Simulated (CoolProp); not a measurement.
Computed with CoolProp (reference Helmholtz-energy equation of state, Lemmon 2006). It is a short technical equation, of lower accuracy than the large ones.

### Question
Give the vapour pressure (bar), vapour Z, liquid conductivity (mW/(m K)) of saturated toluene at 453.8, 479.7, 512.1 K.

### Answer
```
T (K)  p (bar)  vapour Z  liquid conductivity (mW/(m K))
-----  -------  --------  ------------------------------
453.8     5.24     0.873                            91.3
479.7     8.41     0.823                            86.6
512.1     14.2     0.742                            81.6
```

Thermal conductivity comes from a separate model (Assael 2012).
